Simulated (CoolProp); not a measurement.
Dodecamethylpentasiloxane (MD3M) along the isotherm 346.85 °C: fugacity coefficient from the reference equation and from simpler models built on Tc = 354.9 °C, pc = 954.0 kPa, ω = 0.730; each cubic takes its own stable root.

Model: reference Helmholtz-energy equation of state, Thol 2019, in CoolProp.

| p (kPa) | phase | reference |
|---|---|---|
| 596 | gas | 0.7667 |
| 1190 | liquid | 0.5026 |
| 1790 | liquid | 0.3671 |
| 2380 | liquid | 0.3015 |
| 2980 | liquid | 0.2626 |
| 3580 | liquid | 0.2378 |
| 4170 | liquid | 0.2215 |
| 4770 | liquid | 0.2101 |
| 5370 | liquid | 0.2022 |
| 5960 | liquid | 0.1969 |
| 6560 | liquid | 0.1935 |
| 7150 | liquid | 0.1916 |
| 7750 | liquid | 0.1909 |
| 8350 | liquid | 0.1912 |
| 8940 | liquid | 0.1923 |
| 9540 | liquid | 0.1942 |

How far does each simpler model (van der Waals, Redlich-Kwong, Soave-Redlich-Kwong, Peng-Robinson) lie from the reference over these 16 states: mean and median of the absolute difference, and the worst?


- van der Waals: mean 47.9 %, median 48.1 %, worst +86.5 % at 346.85 °C and 9540 kPa
- Redlich-Kwong: mean 15.9 %, median 17.2 %, worst +22.3 % at 346.85 °C and 9540 kPa
- Soave-Redlich-Kwong: mean 12.4 %, median 13.4 %, worst +18.1 % at 346.85 °C and 9540 kPa
- Peng-Robinson: mean 1.4 %, median 1.6 %, worst +2.4 % at 346.85 °C and 3580 kPa
